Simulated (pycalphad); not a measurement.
CALPHAD calculation (pycalphad, COST 507 light-alloy database (1999)), 1 atm. These are 1990s assessments: newer ones move some temperatures and phases. Phase fractions are per mole of atoms.

Problem. Give the equilibrium state of Si-41.4C (at.%) at 2627 °C.

Solution. CSI, fraction 0.797, with 50.0 C at.%; LIQUID, fraction 0.203, with 7.6 C at.%.

Problem. Give the equilibrium state of Si-41.4C (at.%) at 827 °C.

Solution. CSI, fraction 0.828, with 50.0 C at.%; DIAMOND_A4, fraction 0.172, with <0.01 C at.%.

Database names, with the compositions (at.%) that they take in these runs: CSI: Si 50 C 50. DIAMOND_A4 is diamond (Si).
